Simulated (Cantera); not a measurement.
Mixture: CH4 : O2 : N2 = 1 : 3.12 : 15 (molar parts), at 500000 Pa, adiabatic and at constant volume. Ignition delay is the time to a rise of 400 K.

Cantera simulation using GRI-Mech 3.0 (53 species, 325 reactions); the numbers are that mechanism's predictions, not measurements.

Predict: delay at 1323 K; delay at 1398 K; delay at 1473 K; delay at 1548 K; delay at 1623 K; apparent activation energy between 1473 and 1623 K.


```
Item                                                    Result
--------------------------------------------------  ----------
delay at 1323 K                                        2.16 ms
delay at 1398 K                                       0.938 ms
delay at 1473 K                                       0.432 ms
delay at 1548 K                                       0.211 ms
delay at 1623 K                                       0.109 ms
apparent activation energy between 1473 and 1623 K  180 kJ/mol
```
